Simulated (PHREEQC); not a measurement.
Make-up at 10 °C: 5.4 mmol/kgw CuCl2, 2.8 mmol/kgw HCl and 0.19 mmol/kgw FeCl3. It is in equilibrium with CO2 at log p = -3.4 (atm). Otherwise closed; pH follows from the charge balance.

Computed with PHREEQC (ion-association model, phreeqc.dat).

The ionic strength comes out as 0.0198 mol/kgw. What activity coefficients do Fe+3, FeCl+2, H+, Fe(OH)2+, Cu+2 get?

Fe+3 0.36, FeCl+2 0.59, H+ 0.89, Fe(OH)2+ 0.88, Cu+2 0.60.

Precipitation was switched off in this run. Examples of supersaturated solids here: Hematite (slow to form), Goethite (slow to form). Others may be too. Complexes and solids missing from the database can't appear. Constants without temperature data keep their 25 °C values here.
